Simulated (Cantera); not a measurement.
Feed: 1 mol BCl₃, 13 mol H₂O, 16 mol N₂, equilibrated at 2400 K and 2300 Pa.

Equilibrium computed with Cantera from the NASA thermochemical tables; the gas is ideal and each condensed phase is pure. Candidate condensed phases: B, BN, B₂O₃, B₃O₃H₃, H₂O, NH₄Cl; 49 gas species. The tables' values for BOCl are old estimates; treat these amounts as uncertain. Kinetics and transport are ignored.

Base state: N₂ 0.483, H₂O 0.271, HCl 0.0685, H₂ 0.0525, HBO₂ 0.0262, H 0.0240, OH 0.0228, Cl 0.0224 (mole fractions); condensed: gas only.

Question: What changes in the equilibrium state with this change: temperature from 2400 K to 1525 K?

Answer: 
| species | before | after |
|---|---|---|
| N₂ | 0.483 | 0.516 |
| H₂O | 0.271 | 0.354 |
| HCl | 0.0685 | 0.0962 |
| H₂ | 0.0525 | 0.000561 |
| H | 0.0240 | 3.69e-6 |
| OH | 0.0228 | 7.24e-5 |
| O₂ | 0.0149 | 0.000120 |
| Cl | 0.0224 | 0.000508 |
| HBO₂ | 0.0262 | 0.0320 |
| BO | 0.000426 | 5.33e-9 |
| O | 0.00699 | 4.09e-7 |
| HBO | 8.95e-5 | 3.22e-8 |
| BO₂ | 0.00265 | 8.06e-6 |
| NO | 0.00400 | 2.67e-5 |
Gases not in the tables: H₃BO₃.

Question: What changes in the equilibrium state with this change: temperature from 2400 K to 750 K?

Answer: 
```json
[
 {"species": "N₂", "before": "0.483", "after": "0.526"},
 {"species": "H₂O", "before": "0.271", "after": "0.371"},
 {"species": "HCl", "before": "0.0685", "after": "0.0986"},
 {"species": "H₂", "before": "0.0525", "after": "1.29e-8"},
 {"species": "H", "before": "0.0240", "after": "<1e-9"},
 {"species": "OH", "before": "0.0228", "after": "<1e-9"},
 {"species": "O₂", "before": "0.0149", "after": "<1e-9"},
 {"species": "Cl", "before": "0.0224", "after": "1.95e-9"},
 {"species": "HBO₂", "before": "0.0262", "after": "8.74e-8"},
 {"species": "(HBO₂)₃", "before": "<1e-9", "after": "0.00462"},
 {"species": "O", "before": "0.00699", "after": "<1e-9"},
 {"species": "NO", "before": "0.00400", "after": "<1e-9"},
 {"species": "B₂O₃(l), mol", "before": "0", "after": "0.289"}
]
```
Gases not in the tables: H₃BO₃.

Question: What changes in the equilibrium state with this change: pressure from 2300 Pa to 13300 Pa?

Answer: 
```tsv
species	before	after
N₂	0.483	0.499
H₂O	0.271	0.309
HCl	0.0685	0.0800
H₂	0.0525	0.0328
H	0.0240	0.00789
O₂	0.0149	0.00856
OH	0.0228	0.0136
Cl	0.0224	0.0137
HBO₂	0.0262	0.0285
BO	0.000426	0.000134
O	0.00699	0.00220
BO₂	0.00265	0.00152
HBO	8.95e-5	5.35e-5
```
